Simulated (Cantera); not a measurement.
# Premixed flame

A freely propagating, adiabatic, planar premixed flame of H₂ : O₂ : N₂ = 1 : 0.98 : 3.69 (molar parts), unburnt at 425 K and 760 Torr; multicomponent+Soret transport, grid criteria slope 0.08 and curve 0.16, no radiation.

Cantera simulation using the H2/O2 subset of GRI-Mech 3.0, which has no nitrogen chemistry; the numbers are that mechanism's predictions, not measurements. Burning velocities carry a grid error of a few per cent, more on coarse grids. Lean hydrogen flames are cellular in practice and burn faster than this planar one.

```csv
z (mm),T (K),u (m/s),x H₂,x O₂,x H₂O,x OH,x HO₂,x H₂O₂
-1.22,425,0.978,0.175,0.173,1.29e-6,<1e-8,<1e-8,<1e-8
-0.816,425,0.975,0.172,0.174,2.13e-5,<1e-8,1.61e-7,6.16e-8
-0.612,427,0.971,0.165,0.175,0.000138,<1e-8,1.25e-6,4.79e-7
-0.408,436,0.973,0.147,0.179,0.00105,<1e-8,1.20e-5,4.37e-6
-0.204,578,1.24,0.101,0.181,0.0182,4.85e-5,0.000280,5.65e-5
-0.102,857,1.81,0.0702,0.165,0.0555,0.000459,0.000222,4.20e-5
0,1160,2.45,0.0383,0.138,0.107,0.00161,0.000119,1.21e-5
0.102,1367,2.88,0.0165,0.114,0.146,0.00366,7.48e-5,4.92e-6
0.204,1484,3.13,0.00765,0.103,0.163,0.00495,5.38e-5,2.81e-6
0.408,1596,3.36,0.00328,0.0981,0.174,0.00523,3.37e-5,1.38e-6
0.816,1669,3.50,0.00139,0.0972,0.180,0.00399,1.67e-5,6.63e-7
1.63,1702,3.57,0.000443,0.0974,0.183,0.00239,6.17e-6,3.10e-7
3.26,1713,3.59,0.000123,0.0977,0.184,0.00130,2.03e-6,1.37e-7
```
x: mole fraction of selected species; z is measured from the peak of heat release.

- laminar burning velocity = 97.9 cm/s
- thermal thickness = 0.408 mm
- peak x(OH) = 0.00533
- peak x(HO₂) = 0.000309
- peak x(H₂O₂) = 5.98e-5
- grid points = 110
